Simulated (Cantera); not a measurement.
An isothermal, constant-pressure homogeneous reactor starts with NH3 : H2 = 1 : 4 (molar parts), at 1525 K and 0.0300 bar. Integrator tolerance rtol = 1e-08.

Model: the gas-phase N/H chemistry of the illustrative SiF4/NH3 mechanism in the Surface Chemkin manual (1991), integrated in Cantera. Walls and surfaces, which speed up NH3 decomposition in real reactors, are not modelled.

### Question
What does this change do: temperature 1525 to 2100 K?

### Answer
```
quantity                                             before                                    after
-----------------  ----------------------------------------  ---------------------------------------
x(NH3) at 40.0 s      0.186 (gas-phase equilibrium 4.31e-7)  2.76e-7 (gas-phase equilibrium 1.26e-7)
x(H2) at 40.0 s         0.808 (gas-phase equilibrium 0.917)      0.900 (gas-phase equilibrium 0.900)
x(N2H4) at 40.0 s    1.69e-9 (gas-phase equilibrium <1e-12)    <1e-12 (gas-phase equilibrium <1e-12)
x(NH2) at 40.0 s   2.71e-5 (gas-phase equilibrium 1.39e-10)  1.59e-8 (gas-phase equilibrium 7.24e-9)
x(N2) at 40.0 s      0.00594 (gas-phase equilibrium 0.0833)    0.0826 (gas-phase equilibrium 0.0826)
```

### Question
What does this change do: temperature 1525 to 1550 K?

### Answer
```csv
quantity,before,after
x(NH3) at 40.0 s,0.186 (gas-phase equilibrium 4.31e-7),0.178 (gas-phase equilibrium 4.01e-7)
x(H2) at 40.0 s,0.808 (gas-phase equilibrium 0.917),0.813 (gas-phase equilibrium 0.916)
x(N2H4) at 40.0 s,1.69e-9 (gas-phase equilibrium <1e-12),1.73e-9 (gas-phase equilibrium <1e-12)
x(NH2) at 40.0 s,2.71e-5 (gas-phase equilibrium 1.39e-10),3.26e-5 (gas-phase equilibrium 1.76e-10)
x(N2) at 40.0 s,0.00594 (gas-phase equilibrium 0.0833),0.00917 (gas-phase equilibrium 0.0833)
```
